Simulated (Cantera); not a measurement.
**Nitride etching: Si₃N₄ + H₂**

A closed system holds: 1 mol Si₃N₄, 66 mol H₂, at 1973.15 K.

These are equilibrium values from Cantera (NASA tables, ideal gas, pure condensed phases), not measurements of a reactor. Candidate condensed phases: Si, Si₃N₄; 18 gas species. The tables' values for SiN are old estimates; treat these amounts as uncertain. Gases not in the tables: Si₂H₆ and higher silanes. Equilibrium is a limit: real reactors are often held back by kinetics, nucleation or transport.

```json
[
 {"P (Pa)": "1", "log p H₂": "-5.22", "log p H": "-5.48", "log p Si": "-6.45", "log p N₂": "-6.63", "log p SiH": "-9.20", "n Si(l)": "0"},
 {"P (Pa)": "10", "log p H₂": "-4.09", "log p H": "-4.91", "log p Si": "-5.41", "log p N₂": "-5.58", "log p SiH": "-7.59", "n Si(l)": "0"},
 {"P (Pa)": "100", "log p H₂": "-3.05", "log p H": "-4.39", "log p Si": "-4.50", "log p N₂": "-4.56", "log p SiH": "-6.16", "n Si(l)": "0.605"},
 {"P (Pa)": "1000", "log p H₂": "-2.02", "log p H": "-3.88", "log p Si": "-4.50", "log p N₂": "-3.54", "log p SiH": "-5.65", "n Si(l)": "2.75"},
 {"P (Pa)": "10000", "log p H₂": "-1.02", "log p H": "-3.38", "log p Si": "-4.50", "log p N₂": "-2.53", "log p SiH": "-5.15", "n Si(l)": "2.97"},
 {"P (Pa)": "100000", "log p H₂": "-0.01", "log p H": "-2.88", "log p Si": "-4.50", "log p N₂": "-1.53", "log p SiH": "-4.65", "n Si(l)": "2.99"}
]
```
log p: log10 of the partial pressure in bar; n: condensed amount in mol.

From 1.00 Pa to 10.0 Pa nothing is condensed. From 1.00 mbar to 1.00 bar the condensed part is Si(l). The main Si-bearing gas is Si at 1.00 Pa and SiH₂ at 1.00 bar.
